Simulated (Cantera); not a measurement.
What does this Cantera script print?

```python
import numpy as np
import cantera as ct

gas_names = """
    CL CL2 H HCL H2 N NH NH2 NH3 N2 N2H2 N2H4 Si SiCL SiCL2 SiCL3 SiCL4 SiH SiHCL3 SiH2 SiH2CL2 SiH3
    SiH3CL SiH4 SiN Si2 Si2N Si3
""".split()
cond_names = """
    NH4CL(a) NH4CL(b) Si(cr) Si(L) Si3N4(a)
""".split()


# ... load() reads the species with a 1 bar reference pressure and builds the phases ...
atoms = {
    'SiCl4': {'Si': 1, 'CL': 4},
    'NH3': {'N': 1, 'H': 3},
    'N2': {'N': 2},
}
top_T = {'Si3N4(a)': 2400}  # K; cautious upper limits of use, not melting points


# ... equilibrate(T, P, feed) seeds the gas with the atoms and calls Mixture.equilibrate('TP', solver="vcs", rtol=1e-11, max_steps=5000) ...
results = []
feed = {'SiCl4': 1, 'NH3': 0.27, 'N2': 53}  # mol
T = 1973  # K
P = 460  # Pa
mix = equilibrate(T, P, feed)
results.append((T, P, feed, dict(zip(mix.species_names, mix.species_moles))))
x = sorted(zip(gas.X, gas.species_names), reverse=True)
print(f"T = {T:g} K  P = {P:g} Pa  gas = {mix.phase_moles(0):.4g} mol")
print("   x: " + "  ".join(f"{s} {v:.3e}" for v, s in x if v > 1e-05))
print("   condensed (mol): " + ("  ".join(f"{mix.phase(i).name} {mix.phase_moles(i):.4g}"
      for i in range(1, mix.n_phases) if mix.phase_moles(i) > 1e-12) or "none"))
```

It prints:

```
T = 1973 K  P = 460 Pa  gas = 56.13 mol
   x: N2 9.466e-01  CL 2.125e-02  SiCL2 1.728e-02  HCL 1.404e-02  SiCL3 4.239e-04  H 1.954e-04  H2 9.648e-05  SiCL 7.713e-05  Si 2.346e-05  SiCL4 1.246e-05
   condensed (mol): none
```

Method: chemical equilibrium by Gibbs-energy minimisation in Cantera with the NASA 1993 tables (ideal gas, pure condensed phases). The tables' values for SiCl3, SiCl are old estimates; treat these amounts as uncertain.
